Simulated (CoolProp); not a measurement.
Ammonia along the isotherm 53.55 °C: Z from the reference equation and from simpler models built on Tc = 132.4 °C, pc = 11360 kPa, ω = 0.256; each cubic takes its own stable root.

Computed with CoolProp (reference Helmholtz-energy equation of state, Gao 2020).

```
p (kPa)   phase  reference  van der Waals  Redlich-Kwong  Soave-Redlich-Kwong  Peng-Robinson
-------  ------  ---------  -------------  -------------  -------------------  -------------
316         gas     0.9767         0.9861         0.9823               0.9810         0.9797
534         gas     0.9601         0.9762         0.9699               0.9675         0.9653
901         gas     0.9308         0.9593         0.9482               0.9441         0.9404
1520        gas     0.8770         0.9293         0.9098               0.9021         0.8960
2570     liquid    0.02891         0.8735         0.8373              0.03700        0.03260
4330     liquid    0.04849         0.7577        0.06505              0.06194        0.05461
7310     liquid    0.08126         0.1525         0.1083               0.1035        0.09139
12300    liquid     0.1352         0.2488         0.1786               0.1716         0.1517
20800    liquid     0.2249         0.4054         0.2937               0.2840         0.2516
35100    liquid     0.3707         0.6556         0.4782               0.4655         0.4135
59300    liquid     0.6069          1.058         0.7736               0.7583         0.6756
100000   liquid     0.9835          1.702          1.243                1.226          1.095
```

At some of these states van der Waals, Redlich-Kwong gives the other phase, because its saturation line lies elsewhere.
